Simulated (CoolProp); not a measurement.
Vapour-liquid equilibrium of R113 (1) + benzene (2) at 55.75 °C; x and y are mole fractions of (1).

Values from CoolProp's multi-fluid Helmholtz-energy mixture model, Marx 1992 and Thol 2012; pair parameters Bell 2016.

```tsv
x	bubble pressure, mixture model (MPa)	bubble pressure, Raoult's law (MPa)	y, mixture model	y, Raoult's law
0.05	…	0.04920	0.212	0.134
0.125	0.06605	0.05572	…	0.296
0.2	…	0.06224	0.502	0.423
0.275	0.08307	0.06876	0.579	0.527
0.35	0.08968	0.07528	0.638	0.613
0.425	0.09554	0.08179	0.687	0.685
0.5	…	0.08831	0.731	0.746
0.575	0.1059	0.09483	…	0.799
0.65	0.1107	0.1014	0.811	0.845
0.725	0.1154	0.1079	0.850	0.886
0.8	0.1200	0.1144	…	0.922
0.875	…	0.1209	0.929	0.954
0.95	0.1289	0.1274	…	0.982
```

Q: Complete the blanks.

A: 
- 0.05, bubble pressure, mixture model (MPa): 0.05441
- 0.125, y, mixture model: 0.393
- 0.2, bubble pressure, mixture model (MPa): 0.07536
- 0.5, bubble pressure, mixture model (MPa): 0.1009
- 0.575, y, mixture model: 0.771
- 0.8, y, mixture model: 0.889
- 0.875, bubble pressure, mixture model (MPa): 0.1244
- 0.95, y, mixture model: 0.971

The largest gap from Raoult's law is +21.1 % in bubble pressure, at x = 0.2. No azeotrope shows between x = 0.05 and 0.95.

Pair parameters are fitted to limited data, so mixtures are less certain than the pure fluids.
